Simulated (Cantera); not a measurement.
Cantera run:

```python
import numpy as np
import cantera as ct

gas_names = """
    H HNO HNO2 HNO3 HO2 H2 H2O H2O2 N NH NH2 NH3 NH2OH NO NO2 NO3 N2 N2H2 N2H4 N2O O OH O2 O3 Si SiH
    SiH2 SiH3 SiH4 SiN SiO SiO2 Si2 Si2N Si3
""".split()
cond_names = """
    H2O(s) H2O(L) Si(cr) Si(L) SiO2(Lqz) SiO2(hqz) SiO2(L) Si2N2O(s) Si3N4(a)
""".split()


def load(file, names, dense=False):
    # The tables refer to 1 bar. Condensed volumes are neglected.
    table = {s.name: s for s in ct.Species.list_from_file(file)}
    out = []
    for n in names:
        d = dict(table[n].input_data)
        d["thermo"] = dict(d["thermo"], **{"reference-pressure": 1e5})
        if dense:
            d["equation-of-state"] = {"model": "constant-volume", "density": "1e6 g/cm^3"}
        out.append(ct.Species.from_dict(d))
    return out


gas = ct.Solution(thermo="ideal-gas", species=load("nasa_gas.yaml", gas_names))
cond = {s.name: ct.Solution(thermo="fixed-stoichiometry", species=[s], name=s.name)
        for s in load("nasa_condensed.yaml", cond_names, dense=True)}
atoms = {
    'Si3N4': {'Si': 3, 'N': 4},
    'O2': {'O': 2},
    'H2': {'H': 2},
}
top_T = {'Si2N2O(s)': 2100, 'Si3N4(a)': 2400}  # K; cautious upper limits of use, not melting points


def equilibrate(T, P, feed):
    n = {}
    for name, mol in feed.items():
        for a, k in atoms[name].items():
            n[a] = n.get(a, 0.0) + k * mol
    gas.TPX = T, P, n
    mass = sum(n.values()) * gas.mean_molecular_weight
    gas.equilibrate("TP")
    valid = [c for c in cond.values() if c.min_temp <= T <= top_T.get(c.name, c.max_temp)]
    mix = ct.Mixture([(gas, mass / gas.mean_molecular_weight)] + [(c, 0.0) for c in valid])
    mix.T, mix.P = T, P
    mix.equilibrate("TP", solver="gibbs", rtol=1e-10, max_steps=50000)
    return mix


results = []
P = 59  # Pa
for T in [1025, 1075, 1125, 1175, 1225, 1275, 1325, 1375, 1425, 1475, 1525]:
    for m in [12, 15, 18, 23, 28, 35, 43, 54]:
        feed = {'Si3N4': 1, 'O2': 0.11, 'H2': m}  # mol
        mix = equilibrate(T, P, feed)
        results.append((T, P, feed, dict(zip(mix.species_names, mix.species_moles))))

for T, P, feed, n in results:
    print(f"{T:7g} {feed['H2']:10.4g}  " + (" + ".join(c for c in cond_names if n.get(c, 0) > 1e-12) or "gas only"))
```

Output:

```
   1025         12  Si2N2O(s) + Si3N4(a)
   1025         15  Si2N2O(s) + Si3N4(a)
   1025         18  Si2N2O(s) + Si3N4(a)
   1025         23  Si2N2O(s) + Si3N4(a)
   1025         28  Si2N2O(s) + Si3N4(a)
   1025         35  Si2N2O(s) + Si3N4(a)
   1025         43  Si2N2O(s) + Si3N4(a)
   1025         54  Si2N2O(s) + Si3N4(a)
   1075         12  Si2N2O(s) + Si3N4(a)
   1075         15  Si2N2O(s) + Si3N4(a)
   1075         18  Si2N2O(s) + Si3N4(a)
   1075         23  Si2N2O(s) + Si3N4(a)
   1075         28  Si2N2O(s) + Si3N4(a)
   1075         35  Si2N2O(s) + Si3N4(a)
   1075         43  Si2N2O(s) + Si3N4(a)
   1075         54  Si2N2O(s) + Si3N4(a)
   1125         12  Si2N2O(s) + Si3N4(a)
   1125         15  Si2N2O(s) + Si3N4(a)
   1125         18  Si2N2O(s) + Si3N4(a)
   1125         23  Si2N2O(s) + Si3N4(a)
   1125         28  Si2N2O(s) + Si3N4(a)
   1125         35  Si2N2O(s) + Si3N4(a)
   1125         43  Si2N2O(s) + Si3N4(a)
   1125         54  Si2N2O(s) + Si3N4(a)
   1175         12  Si2N2O(s) + Si3N4(a)
   1175         15  Si2N2O(s) + Si3N4(a)
   1175         18  Si2N2O(s) + Si3N4(a)
   1175         23  Si2N2O(s) + Si3N4(a)
   1175         28  Si2N2O(s) + Si3N4(a)
   1175         35  Si2N2O(s) + Si3N4(a)
   1175         43  Si2N2O(s) + Si3N4(a)
   1175         54  Si2N2O(s) + Si3N4(a)
   1225         12  Si2N2O(s) + Si3N4(a)
   1225         15  Si2N2O(s) + Si3N4(a)
   1225         18  Si2N2O(s) + Si3N4(a)
   1225         23  Si2N2O(s) + Si3N4(a)
   1225         28  Si2N2O(s) + Si3N4(a)
   1225         35  Si2N2O(s) + Si3N4(a)
   1225         43  Si2N2O(s) + Si3N4(a)
   1225         54  Si2N2O(s) + Si3N4(a)
   1275         12  Si2N2O(s) + Si3N4(a)
   1275         15  Si2N2O(s) + Si3N4(a)
   1275         18  Si2N2O(s) + Si3N4(a)
   1275         23  Si2N2O(s) + Si3N4(a)
   1275         28  Si2N2O(s) + Si3N4(a)
   1275         35  Si2N2O(s) + Si3N4(a)
   1275         43  Si2N2O(s) + Si3N4(a)
   1275         54  Si2N2O(s) + Si3N4(a)
   1325         12  Si2N2O(s) + Si3N4(a)
   1325         15  Si2N2O(s) + Si3N4(a)
   1325         18  Si2N2O(s) + Si3N4(a)
   1325         23  Si2N2O(s) + Si3N4(a)
   1325         28  Si2N2O(s) + Si3N4(a)
   1325         35  Si2N2O(s) + Si3N4(a)
   1325         43  Si2N2O(s) + Si3N4(a)
   1325         54  Si(cr) + Si2N2O(s) + Si3N4(a)
   1375         12  Si2N2O(s) + Si3N4(a)
   1375         15  Si(cr) + Si2N2O(s) + Si3N4(a)
   1375         18  Si(cr) + Si2N2O(s) + Si3N4(a)
   1375         23  Si(cr) + Si2N2O(s) + Si3N4(a)
   1375         28  Si(cr) + Si2N2O(s) + Si3N4(a)
   1375         35  Si(cr) + Si2N2O(s) + Si3N4(a)
   1375         43  Si(cr) + Si2N2O(s) + Si3N4(a)
   1375         54  Si(cr) + Si2N2O(s) + Si3N4(a)
   1425         12  Si(cr) + Si2N2O(s) + Si3N4(a)
   1425         15  Si(cr) + Si2N2O(s) + Si3N4(a)
   1425         18  Si(cr) + Si2N2O(s) + Si3N4(a)
   1425         23  Si(cr) + Si2N2O(s) + Si3N4(a)
   1425         28  Si(cr) + Si2N2O(s) + Si3N4(a)
   1425         35  Si(cr) + Si2N2O(s) + Si3N4(a)
   1425         43  Si(cr) + Si2N2O(s) + Si3N4(a)
   1425         54  Si(cr) + Si2N2O(s) + Si3N4(a)
   1475         12  Si(cr) + Si2N2O(s) + Si3N4(a)
   1475         15  Si(cr) + Si2N2O(s) + Si3N4(a)
   1475         18  Si(cr) + Si2N2O(s) + Si3N4(a)
   1475         23  Si(cr) + Si2N2O(s) + Si3N4(a)
   1475         28  Si(cr) + Si2N2O(s) + Si3N4(a)
   1475         35  Si(cr) + Si2N2O(s) + Si3N4(a)
   1475         43  Si(cr) + Si2N2O(s)
   1475         54  Si(cr) + Si2N2O(s)
   1525         12  Si(cr) + Si2N2O(s) + Si3N4(a)
   1525         15  Si(cr) + Si2N2O(s)
   1525         18  Si(cr) + Si2N2O(s)
   1525         23  Si(cr) + Si2N2O(s)
   1525         28  Si(cr) + Si2N2O(s)
   1525         35  Si(cr)
   1525         43  Si(cr)
   1525         54  Si(cr)
```

Equilibrium computed with Cantera from the NASA thermochemical tables; the gas is ideal and each condensed phase is pure. Mutual solubility and eutectic melting of coexisting phases are not modelled.
